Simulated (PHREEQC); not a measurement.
Solution (25 °C): 91 mmol/kgw H2SO4, 2.1 mmol/kgw Al2(SO4)3 and 1.1 mmol/kgw MnSO4. Closed to the air; pH follows from the charge balance.

The numbers come from PHREEQC with the ion-association model, wateq4f.dat.

Task: The ionic strength comes out as 0.137 mol/kgw. What activity coefficients do AlSO4+, HSO4-, H+, Al(SO4)2-, Mn+2 get?

Result: AlSO4+ 0.76, HSO4- 0.76, H+ 0.81, Al(SO4)2- 0.76, Mn+2 0.37.

This is a speciation only: nothing precipitates in the calculation. Species that the database lacks are ignored.
